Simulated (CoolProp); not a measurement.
A single-stage vapour-compression cycle with carbonyl sulfide: evaporating at 251.15 K (dew point), condensing at 298.15 K (bubble point), superheat 5 K, subcooling 0 K, compressor efficiency 0.8, no pressure losses. Each further row changes one setting.

The numbers come from the reference Helmholtz-energy equation of state, Lemmon 2006 in CoolProp. It is a short technical equation, of lower accuracy than the large ones.

```csv
case,cooling COP,pressure ratio,discharge temperature (K),refrigerating effect (kJ/kg),volumetric capacity (kJ/m³)
as stated,3.49,4.03,360.4,232,2210
evaporating temperature 256.15 K,4.05,3.39,352.6,234,2620
condensing temperature 293.15 K,3.99,3.55,350.1,238,2270
subcooling 5 K,3.59,4.03,360.4,238,2270
superheat 15 K,3.44,4.03,372.9,239,2170
compressor efficiency 0.7,3.05,4.03,372.0,232,2210
```
